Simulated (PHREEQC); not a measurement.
## Arsenic or selenium liquor: an equilibrium model

Solution (50 °C): 19 mmol/kgw H2SeO3, 8 mmol/kgw H3PO4 and 170 mmol/kgw FeCl3. Closed to the air; pH follows from the charge balance.

The numbers come from PHREEQC with the ion-association model, wateq4f.dat.

This is a speciation only: nothing precipitates in the calculation.

### Question
What pH, activity of water does the model give?

### Answer
pH 1.67; activity of water 0.990.

### Question
In which forms is Se present?

### Answer
H2SeO3 89 %, HSeO3- 11 % of the Se.

Examples of supersaturated solids here: Strengite, Hematite (slow to form). Others may be too. H3PO4, which wateq4f.dat lacks, is added to it with the constant of phreeqc.dat. At this temperature some constants are extrapolated from 25 °C, and those without enthalpy data are left unchanged.
